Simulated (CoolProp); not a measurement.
Vapour-liquid equilibrium of acetone (1) + benzene (2) at 62.25 °C; x and y are mole fractions of (1).

Computed with CoolProp (multi-fluid Helmholtz-energy mixture model, Lemmon 2006 and Thol 2012; pair parameters Bell 2016).

```csv
x,bubble pressure (kPa),y at the bubble point,dew pressure at overall composition x (kPa),liquid density (mol/L)
0.05,62.41,0.136,58.58,10.75
0.125,70.19,0.285,61.90,10.87
0.2,77.01,0.396,65.56,10.99
0.275,83.07,0.484,69.61,11.13
0.35,88.55,0.557,74.06,11.26
0.425,93.59,0.620,78.94,11.41
0.5,98.27,0.677,84.27,11.56
0.575,102.7,0.729,90.00,11.72
0.65,106.9,0.779,96.07,11.88
0.725,110.9,0.827,102.3,12.06
0.8,114.8,0.874,108.7,12.24
0.875,118.5,0.921,114.9,12.43
0.95,122.2,0.968,120.8,12.63
```

No azeotrope shows between x = 0.05 and 0.95.

The pair parameters rest on a limited set of measurements; away from them the model extrapolates.
